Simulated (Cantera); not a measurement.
A Cantera script and its output.

```python
import numpy as np
import cantera as ct

gas = ct.Solution("gri30.yaml")
gas.TPX = 1475, 34000, {'CH4': 1, 'O2': 2.56, 'N2': 9.64, 'H2O': 0.6}
reactor = ct.IdealGasReactor(gas, energy="on", clone=False)
net = ct.ReactorNet([reactor])
net.rtol, net.atol = 1e-08, 1e-16
show = ['CH4', 'O2', 'C2H', 'CO', 'C2H6', 'CH2CO', 'CH2']
times = np.geomspace(6e-06, 3, 15)

steps = ct.SolutionArray(gas, extra=["t"])
rows = []
print(f"{'t/s':>10s}{'T/K':>9s}{'P/Pa':>11s}" + "".join(f"{s:>11s}" for s in show))
for t in times:
    while net.time < t:
        t_next = net.step()
        steps.append(gas.state, t=t_next)
    rows.append([np.interp(t, steps.t, y) for y in (steps.T, steps.P, *steps(*show).X.T)])
    print(f"{t:10.3e}{rows[-1][0]:9.1f}{rows[-1][1]:11.4g}" + "".join(f"{x:11.3e}" for x in rows[-1][2:]))
rate = np.gradient(steps.T, steps.t)
print("integrator steps:", len(steps.t))
if steps.T.max() > steps.T[0] + 200:
    print(f"time of steepest temperature rise: {steps.t[rate.argmax()]:.4e} s")
gas.TPX = 1475, 34000, {'CH4': 1, 'O2': 2.56, 'N2': 9.64, 'H2O': 0.6}
gas.equilibrate("UV")
print(f"equilibrium (UV): T = {gas.T:.1f} K  " + "  ".join(f"{s} {gas[s].X[0]:.3e}" for s in show))
```

Result:

```
       t/s      T/K       P/Pa        CH4         O2        C2H         CO       C2H6      CH2CO        CH2
 6.000e-06   1475.0    3.4e+04  7.246e-02  1.855e-01  1.102e-28  2.591e-13  1.781e-13  1.090e-21  6.990e-15
 1.532e-05   1475.0    3.4e+04  7.246e-02  1.855e-01  1.486e-26  3.567e-12  3.729e-12  1.841e-19  2.866e-14
 3.911e-05   1475.0    3.4e+04  7.246e-02  1.855e-01  1.631e-24  5.002e-11  7.324e-11  2.087e-17  1.296e-13
 9.985e-05   1475.0    3.4e+04  7.246e-02  1.855e-01  2.011e-22  8.467e-10  1.514e-09  2.455e-15  8.175e-13
 2.549e-04   1475.0    3.4e+04  7.245e-02  1.855e-01  3.644e-20  1.878e-08  3.911e-08  4.276e-13  7.710e-12
 6.509e-04   1475.0    3.4e+04  7.238e-02  1.855e-01  1.360e-17  6.742e-07  1.515e-06  1.483e-10  1.210e-10
 1.662e-03   1477.6  3.406e+04  7.165e-02  1.850e-01  1.888e-14  5.205e-05  7.891e-05  1.154e-07  3.242e-09
 4.243e-03   2686.2  6.415e+04  1.553e-16  4.756e-02  6.396e-21  2.445e-02  8.514e-32  1.435e-18  2.135e-15
 1.083e-02   2677.0  6.387e+04  1.624e-16  4.356e-02  5.979e-21  2.434e-02  9.110e-32  1.427e-18  2.020e-15
 2.766e-02   2675.6  6.383e+04  1.633e-16  4.304e-02  5.917e-21  2.433e-02  9.185e-32  1.425e-18  2.003e-15
 7.061e-02   2675.6  6.383e+04  1.633e-16  4.304e-02  5.917e-21  2.433e-02  9.185e-32  1.425e-18  2.003e-15
 1.803e-01   2675.6  6.383e+04  1.633e-16  4.304e-02  5.917e-21  2.433e-02  9.185e-32  1.425e-18  2.003e-15
 4.602e-01   2675.6  6.383e+04  1.633e-16  4.304e-02  5.917e-21  2.433e-02  9.185e-32  1.425e-18  2.003e-15
 1.175e+00   2675.6  6.383e+04  1.633e-16  4.304e-02  5.917e-21  2.433e-02  9.185e-32  1.425e-18  2.003e-15
 3.000e+00   2675.6  6.383e+04  1.633e-16  4.304e-02  5.917e-21  2.433e-02  9.185e-32  1.425e-18  2.003e-15
integrator steps: 1920
time of steepest temperature rise: 3.3178e-03 s
equilibrium (UV): T = 2675.6 K  CH4 2.239e-16  O2 4.304e-02  C2H 6.301e-21  CO 2.433e-02  C2H6 1.651e-31  CH2CO 1.581e-18  CH2 2.251e-15
```

Model: GRI-Mech 3.0 (53 species, 325 reactions), integrated in Cantera.
